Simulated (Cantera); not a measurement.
Input: 1 mol C₂H₄, 20 mol H₂, equilibrated at 13300 Pa.

Cantera equilibrium calculation (NASA polynomials, part measured and part estimated; ideal gas, pure solids and liquids). Candidate condensed phases: C, C₆H₆, C₇H₈, C₈H₁₈; 76 gas species. Rates play no part.

x: gas mole fraction; n: condensed amount in mol.

| T (K) | x H₂ | x CH₄ | x C₂H₆ | x C₂H₄ | n C(graphite) |
|---|---|---|---|---|---|
| 675 | 0.900 | 0.1000 | … | 2.46e-11 | 0 |
| 725 | 0.900 | 0.1000 | … | 3.34e-10 | 0 |
| 775 | 0.900 | 0.1000 | … | 3.28e-9 | 0 |
| 825 | 0.902 | 0.0981 | … | 2.36e-8 | 0.0345 |
| 875 | 0.948 | 0.0523 | … | 3.63e-8 | 0.907 |
| 925 | 0.971 | 0.0285 | … | 5.11e-8 | 1.39 |
| 975 | 0.984 | 0.0162 | … | 6.78e-8 | 1.65 |
| 1025 | 0.990 | 0.00961 | … | 8.65e-8 | 1.79 |

Problem. Complete the blanks.

Solution. 
- 675, x C₂H₆: 3.09e-8
- 725, x C₂H₆: 7.34e-8
- 775, x C₂H₆: 1.57e-7
- 825, x C₂H₆: 2.96e-7
- 875, x C₂H₆: 1.46e-7
- 925, x C₂H₆: 7.27e-8
- 975, x C₂H₆: 3.76e-8
- 1025, x C₂H₆: 2.04e-8
